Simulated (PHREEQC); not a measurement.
Dissolve 0.059 mol HCl and 0.15 mol FeSO4 per kg of water at 25 °C and 300 atm. Closed to the air; pH follows from the charge balance.

All values are PHREEQC results (ion-association model, phreeqc.dat), not measurements.

Precipitation was switched off in this run.

Estimate the pH.

pH 1.76.

In which forms is Cl present?

Cl- 97 %, FeCl+ 3.1 % of the Cl.

Under pressure, the constants of complexes without a molar volume in the database are unreliable.
